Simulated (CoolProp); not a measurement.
A Linde-Hampson liquefier for normal hydrogen: isothermal reversible compression at 230 K from 1 atm to 25 MPa, throttling to 1 atm, return gas leaving the recuperator 10 K below the feed. Each further row changes one setting.

Values from CoolProp's reference Helmholtz-energy equation of state, Leachman 2009.

| case | compression work (kJ/kg of gas) |
|---|---|
| as stated | 5390 |
| high pressure 50 MPa | 6240 |
| warm-end temperature 260 K | 6080 |
| warm-end gap 15 K | 5390 |
